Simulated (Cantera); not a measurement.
What does this Cantera script print?

```python
import numpy as np
import cantera as ct

gas_names = """
    CL CLO CL2 H HCL HNO HNO2 HNO3 HOCL HO2 H2 H2O H2O2 N NH NH2 NH3 NH2OH NO NO2 NO3 N2 N2H2 N2H4 N2O O
    OH O2 O3
""".split()
cond_names = """
    H2O(s) H2O(L) NH4CL(a) NH4CL(b)
""".split()


# ... load() reads the species with a 1 bar reference pressure and builds the phases ...
atoms = {
    'HCl': {'H': 1, 'CL': 1},
    'O2': {'O': 2},
    'N2': {'N': 2},
}
top_T = {}  # K; cautious upper limits of use, not melting points


# ... equilibrate(T, P, feed) seeds the gas with the atoms and calls Mixture.equilibrate('TP', solver="vcs", rtol=1e-11, max_steps=5000) ...
results = []
feed = {'HCl': 1, 'O2': 0.084, 'N2': 11}  # mol
P = 10000  # Pa
for T in [1900, 2100, 2300, 2500, 2700, 2900, 3100, 3300]:
    mix = equilibrate(T, P, feed)
    results.append((T, P, feed, dict(zip(mix.species_names, mix.species_moles))))

top = {s: max(r[3][s] / sum(r[3][g] for g in gas_names) for r in results) for s in gas_names}
cols = sorted((s for s in top if top[s] > 0.001), key=lambda s: -top[s])[:6]
seen = [c for c in cond_names if any(r[3].get(c, 0) > 1e-12 for r in results)]
print("log10 of partial pressures in bar; condensed amounts in mol")
print(f"{'T/K':>10s}" + "".join(f"{s[:9]:>10s}" for s in cols + seen))
for T, P, feed, n in results:
    ng = sum(n[g] for g in gas_names)
    print(f"{T:10.4g}" + "".join(f"{np.log10(max(n[s] / ng * P / 1e5, 1e-99)):10.3f}" for s in cols)
          + "".join(f"{n.get(c, 0):10.4g}" for c in seen))
```

It prints:

```
log10 of partial pressures in bar; condensed amounts in mol
       T/K        N2        CL       HCL         H         O       H2O
      1900    -1.043    -2.802    -2.178    -5.698    -5.322    -3.107
      2100    -1.044    -2.688    -2.210    -4.669    -4.784    -3.024
      2300    -1.045    -2.583    -2.253    -3.841    -4.349    -3.016
      2500    -1.049    -2.458    -2.332    -3.224    -3.918    -3.102
      2700    -1.055    -2.337    -2.466    -2.778    -3.528    -3.314
      2900    -1.062    -2.241    -2.669    -2.471    -3.244    -3.707
      3100    -1.070    -2.179    -2.950    -2.285    -3.079    -4.296
      3300    -1.074    -2.145    -3.288    -2.192    -2.997    -5.016
```

Cantera equilibrium calculation (NASA polynomials, part measured and part estimated; ideal gas, pure solids and liquids).
